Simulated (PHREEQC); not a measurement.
Dissolve 0.11 mol/kgw CaCl2, 0.0067 mol/kgw CO2 and 9.6e-07 mol/kgw H4SiO4 at 20 °C. Closed to the air; pH follows from the charge balance.

Equilibrium calculation in PHREEQC: ion-association model, phreeqc.dat.

| Item | Result |
|---|---|
| pH | 4.18 |
| ionic strength | 0.330 mol/kgw |
| activity of water | 0.994 |
| specific conductance | 17800 µS/cm |
| density | 1.008 g/cm³ |

| species | molality | activity | log γ |
|---|---|---|---|
| Cl- | 0.220 | 0.150 | -0.167 |
| Ca+2 | 0.110 | 0.0314 | -0.544 |
| CO2 | 0.00661 | 0.00714 | 0.033 |
| H+ | 8.46e-5 | 6.60e-5 | -0.108 |
| HCO3- | 6.22e-5 | 4.46e-5 | -0.144 |
| CaHCO3+ | 2.25e-5 | 1.64e-5 | -0.136 |
| H4SiO4 | 9.60e-7 | 1.04e-6 | 0.033 |
| (CO2)2 | 7.31e-7 | 7.89e-7 | 0.033 |
| CaCO3 | 1.27e-9 | 1.37e-9 | 0.033 |

Precipitation was switched off in this run.
